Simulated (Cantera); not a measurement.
An adiabatic, constant-volume homogeneous reactor starts with 3.25 % CH₄, 20.3 % O₂, 76.4 % N₂, equivalence ratio 0.32, at 1400 K and 2.60 bar.

Detailed kinetics in Cantera: GRI-Mech 3.0 (53 species, 325 reactions).

### Question
Predict: time of steepest temperature rise; temperature at 0.300 s; equilibrium temperature; x(O₂) at 0.300 s; x(H₂O₂) at 0.300 s.

### Answer
```
Quantity                                                             Value
---------------------------------  ---------------------------------------
time of steepest temperature rise                                 0.980 ms
temperature at 0.300 s                                              2237 K
equilibrium temperature                                             2237 K
x(O₂) at 0.300 s                       0.132 (gas-phase equilibrium 0.132)
x(H₂O₂) at 0.300 s                 1.76e-7 (gas-phase equilibrium 1.76e-7)
```
